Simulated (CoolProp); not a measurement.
Tetrahydrofuran at several states: Z from the reference equation and from simpler models built on Tc = 540.2 K, pc = 53.04 bar, ω = 0.234; each cubic takes its own stable root.

Values from CoolProp's reference Helmholtz-energy equation of state, Fiedler 2023.

| T (K) | p (bar) | phase | reference | van der Waals | Redlich-Kwong | Soave-Redlich-Kwong | Peng-Robinson |
|---|---|---|---|---|---|---|---|
| 483.9 | 1.76 | gas | 0.9838 | 0.9870 | 0.9844 | 0.9837 | 0.9823 |
| 197.1 | 0.386 | liquid | 0.001716 | 0.002844 | 0.001907 | 0.001893 | 0.001689 |
| 378.2 | 74.9 | liquid | 0.2147 | 0.3381 | 0.2369 | 0.2300 | 0.2037 |
